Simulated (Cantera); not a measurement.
A closed system holds: 1 mol SiC, 0.025 mol H2, at 2348.15 K and 1 atm.

Method: chemical equilibrium by Gibbs-energy minimisation in Cantera with the NASA 1993 tables (ideal gas, pure condensed phases). Candidate condensed phases: C, C6H6, C7H8, C8H18, Si, SiC; 87 gas species. Gases not in the tables: Si2H6 and higher silanes. Equilibrium is a limit: real reactors are often held back by kinetics, nucleation or transport.

Base state: H2 0.986, H 0.0122, Si 0.000689, C2H2 (acetylene) 0.000593, SiH2 0.000278, SiH 0.000233, Si2C 6.48e-5, CH4 6.38e-5 (mole fractions); condensed: SiC(s).

Question: What changes in the equilibrium state with this change: temperature from 2348.15 K to 2898.15 K?

Answer: 
```
species             before     after
----------------  --------  --------
H2                   0.986     0.793
H                   0.0122     0.101
Si                0.000689    0.0412
SiC2               1.23e-5    0.0177
Si2C               6.48e-5    0.0140
C2H2 (acetylene)  0.000593    0.0227
C3                 1.44e-9   4.95e-5
C                  5.90e-9   1.45e-5
C4H2               1.47e-7  0.000272
SiC                4.60e-8   8.45e-5
C2H                3.73e-7  0.000428
SiC(s), mol          1.000     0.997
```
